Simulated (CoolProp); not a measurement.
Tetradecamethylhexasiloxane (MD4M) along the isotherm 620 K: fugacity coefficient from the reference equation and from simpler models built on Tc = 653.2 K, pc = 8.286 bar, ω = 0.800; each cubic takes its own stable root.

The numbers come from the reference Helmholtz-energy equation of state, Thol 2019 in CoolProp.

```csv
p (bar),phase,reference
0.262,gas,0.9846
0.596,gas,0.9650
1.36,gas,0.9208
3.09,gas,0.8225
7.03,liquid,0.5281
16,liquid,0.2710
36.4,liquid,0.1657
82.9,liquid,0.1464
```

How far does each simpler model (Redlich-Kwong, Soave-Redlich-Kwong, Peng-Robinson) lie from the reference over these 8 states: mean and median of the absolute difference, and the worst?


- Redlich-Kwong: mean 15.4 %, median 12.2 %, worst +39.3 % at 620 K and 82.9 bar
- Soave-Redlich-Kwong: mean 6.4 %, median 4.6 %, worst +17.9 % at 620 K and 82.9 bar
- Peng-Robinson: mean 1.6 %, median 0.8 %, worst +3.8 % at 620 K and 16 bar
